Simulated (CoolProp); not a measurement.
Vapour-liquid equilibrium of n-octane (1) + o-xylene (2) at 204.15 °C; x and y are mole fractions of (1).

Model: multi-fluid Helmholtz-energy mixture model, Beckmüller 2019 and Zhou 2012; pair parameters Bell 2016, in CoolProp.

```json
[
 {"x": "0.05", "bubble pressure (MPa)": "0.4051", "y at the bubble point": "0.074", "dew pressure at overall composition x (MPa)": "0.4012", "liquid density (mol/L)": "6.533"},
 {"x": "0.2", "bubble pressure (MPa)": "0.4388", "y at the bubble point": "0.270", "dew pressure at overall composition x (MPa)": "0.4264", "liquid density (mol/L)": "6.168"},
 {"x": "0.35", "bubble pressure (MPa)": "0.4706", "y at the bubble point": "0.437", "dew pressure at overall composition x (MPa)": "0.4538", "liquid density (mol/L)": "5.830"},
 {"x": "0.5", "bubble pressure (MPa)": "0.5010", "y at the bubble point": "0.585", "dew pressure at overall composition x (MPa)": "0.4833", "liquid density (mol/L)": "5.514"},
 {"x": "0.65", "bubble pressure (MPa)": "0.5302", "y at the bubble point": "0.719", "dew pressure at overall composition x (MPa)": "0.5150", "liquid density (mol/L)": "5.219"},
 {"x": "0.8", "bubble pressure (MPa)": "0.5586", "y at the bubble point": "0.844", "dew pressure at overall composition x (MPa)": "0.5485", "liquid density (mol/L)": "4.943"},
 {"x": "0.95", "bubble pressure (MPa)": "0.5865", "y at the bubble point": "0.962", "dew pressure at overall composition x (MPa)": "0.5836", "liquid density (mol/L)": "4.684"}
]
```

No azeotrope shows between x = 0.05 and 0.95.

Pair parameters are fitted to limited data, so mixtures are less certain than the pure fluids.
